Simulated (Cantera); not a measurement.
An isothermal plug-flow reactor at 700 K and 0.900 bar (inlet), inlet velocity 6.7 m/s, active area per volume 2000 1/m; feed 0.359 % H2, 2.99 % O2, 94.5 % N2, 2.15 % H2O, equivalence ratio 0.060.

Computed with Cantera and Deutschmann's 1995 Pt surface mechanism with GRI-Mech 3.0 gas chemistry. Catalytic surfaces can have several steady states; this one follows from the mechanism file's or the stated starting coverage. Mass transfer to the wall is taken as infinitely fast.

Problem. Predict: x(H2) at z = 0.0045 m; x(O2) at z = 0.0045 m; x(H2O) at z = 0.0045 m; θ(free Pt) at the exit; θ(O*) at the exit; θ(OH*) at the exit.

Solution. 
```json
{
 "x(H2) at z = 0.0045 m": "0.000303",
 "x(O2) at z = 0.0045 m": "0.0283",
 "x(H2O) at z = 0.0045 m": "0.0249",
 "θ(free Pt) at the exit": "0.0260",
 "θ(O*) at the exit": "0.969",
 "θ(OH*) at the exit": "0.00465"
}
```
